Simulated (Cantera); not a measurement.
A Cantera script and its output.

```python
import numpy as np
import cantera as ct

gas = ct.Solution("gri30.yaml")
gas.TPX = 1373, 11000, {'CH4': 1, 'N2': 73, 'H2O': 4.5}
reactor = ct.IdealGasConstPressureReactor(gas, energy="off", clone=False)
net = ct.ReactorNet([reactor])
net.rtol, net.atol = 1e-08, 1e-18
show = ['CH4', 'CH2', 'C2H4', 'C2H', 'H2', 'C2H2']
times = np.geomspace(0.0004, 4, 9)

steps = ct.SolutionArray(gas, extra=["t"])
rows = []
print(f"{'t/s':>10s}{'T/K':>9s}{'P/Pa':>11s}" + "".join(f"{s:>11s}" for s in show))
for t in times:
    while net.time < t:
        t_next = net.step()
        steps.append(gas.state, t=t_next)
    rows.append([np.interp(t, steps.t, y) for y in (steps.T, steps.P, *steps(*show).X.T)])
    print(f"{t:10.3e}{rows[-1][0]:9.1f}{rows[-1][1]:11.4g}" + "".join(f"{x:11.3e}" for x in rows[-1][2:]))
rate = np.gradient(steps.T, steps.t)
print("integrator steps:", len(steps.t))
if steps.T.max() > steps.T[0] + 200:
    print(f"time of steepest temperature rise: {steps.t[rate.argmax()]:.4e} s")
gas.TPX = 1373, 11000, {'CH4': 1, 'N2': 73, 'H2O': 4.5}
gas.equilibrate("TP")
print(f"equilibrium (TP): T = {gas.T:.1f} K  " + "  ".join(f"{s} {gas[s].X[0]:.3e}" for s in show))
```

It prints:

```
       t/s      T/K       P/Pa        CH4        CH2       C2H4        C2H         H2       C2H2
 4.000e-04   1373.0    1.1e+04  1.274e-02  3.335e-15  1.777e-14  1.154e-28  1.140e-08  5.688e-19
 1.265e-03   1373.0    1.1e+04  1.274e-02  2.294e-14  6.996e-13  2.867e-26  3.924e-08  7.563e-17
 4.000e-03   1373.0    1.1e+04  1.274e-02  1.917e-13  2.393e-11  8.023e-24  1.273e-07  8.532e-15
 1.265e-02   1373.0    1.1e+04  1.274e-02  1.764e-12  7.596e-10  2.344e-21  4.072e-07  8.822e-13
 4.000e-02   1373.0    1.1e+04  1.274e-02  1.552e-11  2.271e-08  7.158e-19  1.332e-06  9.259e-11
 1.265e-01   1373.0    1.1e+04  1.273e-02  9.408e-11  5.158e-07  1.621e-16  5.131e-06  8.550e-09
 4.000e-01   1373.0    1.1e+04  1.270e-02  3.735e-10  7.604e-06  2.132e-14  2.932e-05  5.624e-07
 1.265e+00   1373.0    1.1e+04  1.252e-02  8.589e-10  6.158e-05  1.318e-12  2.217e-04  2.271e-05
 4.000e+00   1373.0    1.1e+04  1.185e-02  8.592e-10  1.268e-04  1.657e-11  1.165e-03  2.824e-04
integrator steps: 549
equilibrium (TP): T = 1373.0 K  CH4 4.176e-12  CH2 1.427e-19  C2H4 7.358e-21  C2H 5.691e-26  H2 4.121e-02  C2H2 1.437e-18
```

Computed with Cantera and GRI-Mech 3.0 (53 species, 325 reactions).
